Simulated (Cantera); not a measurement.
Feed: 1 mol Fe₃O₄, 3.4 mol C, 0.08 mol CO, held at 0.00640 bar.

Cantera equilibrium calculation (NASA polynomials, part measured and part estimated; ideal gas, pure solids and liquids). Candidate condensed phases: C, Fe, Fe(CO)₅, FeO, Fe₂O₃, Fe₃O₄; 15 gas species. Each liquid is taken as pure. Mutual solubility and eutectic melting of coexisting phases are not modelled. The tables' stoichiometric FeO is somewhat more stable than real wüstite, so its field is too wide. FeO: taken at fixed stoichiometry. Equilibrium is a limit: real reactors are often held back by kinetics, nucleation or transport.

At 1775 °C, list the 5 most abundant gas species with their mole fractions, and the condensed phases.

CO 0.821, Fe 0.0964, CO₂ 0.0815, FeO 0.00102, O 2.91e-5. Condensed: Fe(l) + FeO(l).
